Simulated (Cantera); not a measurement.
Cantera run:

```python
import numpy as np
import cantera as ct

gas_names = """
    Ba BaF BaF2 F FO FO2 F2 F2O N NF NF2 NF3 NO NO2 NO3 N2 N2O O O2 O3
""".split()
cond_names = """
    Ba(cr) Ba(L) BaF2(a) BaF2(b,c) BaF2(L) BaO(s) BaO(L)
""".split()


# ... load() reads the species with a 1 bar reference pressure and builds the phases ...
atoms = {
    'BaF2': {'Ba': 1, 'F': 2},
    'O2': {'O': 2},
    'N2': {'N': 2},
}
top_T = {}  # K; cautious upper limits of use, not melting points


# ... equilibrate(T, P, feed) seeds the gas with the atoms and calls Mixture.equilibrate('TP', solver="vcs", rtol=1e-11, max_steps=5000) ...
results = []
feed = {'BaF2': 1, 'O2': 1.2, 'N2': 3.7}  # mol
P = 2.6  # Pa
for T in [1548, 1623, 1698, 1773, 1848, 1923, 1998, 2073]:
    mix = equilibrate(T, P, feed)
    results.append((T, P, feed, dict(zip(mix.species_names, mix.species_moles))))
    x = sorted(zip(gas.X, gas.species_names), reverse=True)
    print(f"T = {T:g} K  P = {P:g} Pa  gas = {mix.phase_moles(0):.4g} mol")
    print("   x: " + "  ".join(f"{s} {v:.3e}" for v, s in x if v > 0.001))
    print("   condensed (mol): " + ("  ".join(f"{mix.phase(i).name} {mix.phase_moles(i):.4g}"
          for i in range(1, mix.n_phases) if mix.phase_moles(i) > 1e-12) or "none"))
```

Result:

```
T = 1548 K  P = 2.6 Pa  gas = 5.902 mol
   x: N2 6.262e-01  O2 2.023e-01  BaF2 1.694e-01  NO 1.344e-03
   condensed (mol): none
T = 1623 K  P = 2.6 Pa  gas = 5.905 mol
   x: N2 6.256e-01  O2 2.014e-01  BaF2 1.693e-01  NO 1.862e-03  O 1.674e-03
   condensed (mol): none
T = 1698 K  P = 2.6 Pa  gas = 5.912 mol
   x: N2 6.246e-01  O2 1.998e-01  BaF2 1.690e-01  O 3.836e-03  NO 2.500e-03
   condensed (mol): none
T = 1773 K  P = 2.6 Pa  gas = 5.926 mol
   x: N2 6.228e-01  O2 1.968e-01  BaF2 1.685e-01  O 8.168e-03  NO 3.259e-03
   condensed (mol): none
T = 1848 K  P = 2.6 Pa  gas = 5.952 mol
   x: N2 6.196e-01  O2 1.914e-01  BaF2 1.675e-01  O 1.625e-02  NO 4.124e-03
   condensed (mol): none
T = 1923 K  P = 2.6 Pa  gas = 5.998 mol
   x: N2 6.144e-01  O2 1.824e-01  BaF2 1.656e-01  O 3.031e-02  NO 5.057e-03  F 1.107e-03  BaF 1.106e-03
   condensed (mol): none
T = 1998 K  P = 2.6 Pa  gas = 6.074 mol
   x: N2 6.062e-01  O2 1.681e-01  BaF2 1.625e-01  O 5.298e-02  NO 5.977e-03  F 2.124e-03  BaF 2.122e-03
   condensed (mol): none
T = 2073 K  P = 2.6 Pa  gas = 6.192 mol
   x: N2 5.942e-01  BaF2 1.576e-01  O2 1.472e-01  O 8.646e-02  NO 6.758e-03  F 3.866e-03  BaF 3.858e-03
   condensed (mol): none
```

These are equilibrium values from Cantera (NASA tables, ideal gas, pure condensed phases), not measurements of a reactor.
